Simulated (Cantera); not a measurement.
Feed: 1 mol FeS2, 120 mol H2, 1.6 mol H2O, at 1775 °C.

Cantera equilibrium calculation (NASA polynomials, part measured and part estimated; ideal gas, pure solids and liquids). Candidate condensed phases: Fe, FeO, Fe(OH)2, Fe(OH)3, FeS, FeSO4, FeS2, Fe2O3, Fe2(SO4)3, Fe3O4, H2O, H2SO4, S; 22 gas species. Kinetics and transport are ignored.

**Question.** Which condensed phases are stable at each of these points (P (Pa)): 10, 42, 180, 750, 3200, 13000, 56000, 240000, 1000000?

**Answer.** 
```
P (Pa)   condensed phases  Fe condensed (%)
-------  ----------------  ----------------
10               gas only               0.0
42               gas only               0.0
180              gas only               0.0
750              gas only               0.0
3200             gas only               0.0
13000               Fe(l)              41.5
56000               Fe(l)              86.5
240000              Fe(l)              96.9
1000000             Fe(l)              99.2
```

From 0.0750 Torr to 24.0 Torr nothing is condensed. From 97.5 Torr to 7500 Torr the condensed part is Fe(l).
